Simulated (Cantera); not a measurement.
What does this Cantera script print?

```python
import numpy as np
import cantera as ct

gas_names = """
    F F2 H HF H2 H2F2 H3F3 H4F4 H5F5 H6F6 H7F7 N NF NF2 NF3 NH NH2 NH3 N2 N2H2 N2H4 Si SiF SiF2 SiF3
    SiF4 SiH SiHF3 SiH2 SiH2F2 SiH3 SiH3F SiH4 SiN Si2 Si2N Si3
""".split()
cond_names = """
    Si(cr) Si(L) Si3N4(a)
""".split()


# ... load() reads the species with a 1 bar reference pressure and builds the phases ...
atoms = {
    'Si': {'Si': 1},
    'HF': {'H': 1, 'F': 1},
    'N2': {'N': 2},
}
top_T = {'Si3N4(a)': 2400}  # K; cautious upper limits of use, not melting points


# ... equilibrate(T, P, feed) seeds the gas with the atoms and calls Mixture.equilibrate('TP', solver="vcs", rtol=1e-11, max_steps=5000) ...
results = []
feed = {'Si': 1, 'HF': 1.6, 'N2': 4.8}  # mol
P = 13332.2  # Pa
for T in [900, 975, 1050, 1125, 1200, 1275, 1350, 1425, 1500, 1575]:
    mix = equilibrate(T, P, feed)
    results.append((T, P, feed, dict(zip(mix.species_names, mix.species_moles))))

top = {s: max(r[3][s] / sum(r[3][g] for g in gas_names) for r in results) for s in gas_names}
cols = sorted((s for s in top if top[s] > 0.001), key=lambda s: -top[s])[:5]
seen = [c for c in cond_names if any(r[3].get(c, 0) > 1e-12 for r in results)]
print("log10 of partial pressures in bar; condensed amounts in mol")
print(f"{'T/K':>10s}" + "".join(f"{s[:9]:>10s}" for s in cols + seen))
for T, P, feed, n in results:
    ng = sum(n[g] for g in gas_names)
    print(f"{T:10.4g}" + "".join(f"{np.log10(max(n[s] / ng * P / 1e5, 1e-99)):10.3f}" for s in cols)
          + "".join(f"{n.get(c, 0):10.4g}" for c in seen))
```

It prints:

```
log10 of partial pressures in bar; condensed amounts in mol
       T/K        N2        H2      SiF4      SiF3        HF  Si3N4(a)
       900    -0.980    -1.720    -2.022    -7.433    -4.793       0.2
       975    -0.980    -1.721    -2.022    -6.601    -4.492    0.2001
      1050    -0.980    -1.721    -2.022    -5.890    -4.235    0.2001
      1125    -0.980    -1.722    -2.023    -5.275    -4.014    0.2002
      1200    -0.980    -1.722    -2.025    -4.738    -3.820    0.2003
      1275    -0.980    -1.724    -2.028    -4.267    -3.651    0.2004
      1350    -0.980    -1.725    -2.033    -3.851    -3.502    0.2003
      1425    -0.980    -1.727    -2.042    -3.484    -3.370    0.1999
      1500    -0.981    -1.729    -2.060    -3.161    -3.254    0.1988
      1575    -0.981    -1.733    -2.090    -2.881    -3.153    0.1965
```

Method: chemical equilibrium by Gibbs-energy minimisation in Cantera with the NASA 1993 tables (ideal gas, pure condensed phases). N2 is the only nitrogen source here; it is nearly inert below about 1500 K, so the nitride shown seldom forms there in practice. The tables' values for SiF3, SiF2 are old estimates; treat these amounts as uncertain.
